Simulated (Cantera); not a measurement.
What does this Cantera script print?

```python
import numpy as np
import cantera as ct

gas = ct.Solution("gri30.yaml", transport_model="mixture-averaged")
show = ['C2H2', 'H', 'NH3']

rows = []
print(f"{'T/K':>7s}{'rho':>11s}{'cp':>10s}{'mu':>11s}{'lambda':>11s}{'Pr':>7s}" + "".join(f"{'D_' + s:>11s}" for s in show))
for T in [400, 550, 700, 850, 1000, 1150]:
    gas.TPX = T, 7600, {'O2': 0.33, 'NO': 0.3}
    Pr = gas.cp_mass * gas.viscosity / gas.thermal_conductivity
    D = [gas.mix_diff_coeffs_mole[gas.species_index(s)] for s in show]
    rows.append([gas.density, gas.cp_mass, gas.viscosity, gas.thermal_conductivity, Pr, *D])
    print(f"{T:7g}{gas.density:11.4e}{gas.cp_mass:10.1f}{gas.viscosity:11.4e}"
          f"{gas.thermal_conductivity:11.4e}{Pr:7.3f}" + "".join(f"{d:11.4e}" for d in D))
print("SI units: kg/m3, J/kg/K, Pa s, W/m/K, m2/s")
```

Output:

```
    T/K        rho        cp         mu     lambda     Pr     D_C2H2        D_H      D_NH3
    400 7.0953e-02     967.7 2.4422e-05 3.3160e-02  0.713 3.7084e-04 2.7718e-03 5.0866e-04
    550 5.1602e-02    1006.0 3.0541e-05 4.3390e-02  0.708 6.4927e-04 4.8147e-03 9.1493e-04
    700 4.0545e-02    1047.8 3.5958e-05 5.3180e-02  0.708 9.8369e-04 7.2630e-03 1.4088e-03
    850 3.3390e-02    1082.6 4.0908e-05 6.2437e-02  0.709 1.3689e-03 1.0081e-02 1.9812e-03
   1000 2.8381e-02    1109.8 4.5518e-05 7.1200e-02  0.709 1.8013e-03 1.3242e-02 2.6254e-03
   1150 2.4679e-02    1129.1 4.9866e-05 7.9534e-02  0.708 2.2781e-03 1.6728e-02 3.3368e-03
SI units: kg/m3, J/kg/K, Pa s, W/m/K, m2/s
```

Cantera simulation using GRI-Mech 3.0 (53 species, 325 reactions); the numbers are that mechanism's predictions, not measurements. The composition is frozen, though it would react at the higher temperatures.
